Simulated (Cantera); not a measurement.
A perfectly stirred reactor is fed with CH₄ : C₂H₆ : O₂ : N₂ : H₂O = 1 : 0.044 : 4.49 : 43.1 : 1 (molar parts), equivalence ratio 0.48, at 7500 Torr; it is adiabatic with a 550 K inlet, and is followed from long to short residence time, starting on the burning branch (τ in s: 0.029, 0.013, 0.0059, 0.0026, 0.0012, 0.00054, 0.00024, 0.00011, 4.9e-05, 2.2e-05, 1e-05).

Computed with Cantera and GRI-Mech 3.0 (53 species, 325 reactions).

What does this change do: inlet temperature 550 to 800 K?


```
quantity                                                                           before                               after
------------------------------------------------  ---------------------------------------  ----------------------------------
state                                             not burning at any residence time tried                         not reached
x(CH₄) at τ = 29.0 ms                                                              0.0201                            0.000714
x(C₂H₆) at τ = 29.0 ms                                                           0.000886                             1.36e-5
x(O₂) at τ = 29.0 ms                                                               0.0905                              0.0508
x(H) at τ = 29.0 ms                                                                <1e-12                             2.95e-7
x(H₂) at τ = 29.0 ms                                                               <1e-12                            0.000134
x(CH₄) at τ = 0.540 ms                                                             0.0201                              0.0201
x(C₂H₆) at τ = 0.540 ms                                                          0.000886                            0.000886
x(O₂) at τ = 0.540 ms                                                              0.0905                              0.0905
x(H) at τ = 0.540 ms                                                               <1e-12                              <1e-12
x(H₂) at τ = 0.540 ms                                                              <1e-12                              <1e-12
blow-out, bracketed by the residence times tried                              not reached  burning at 29.0 ms, out at 13.0 ms
```
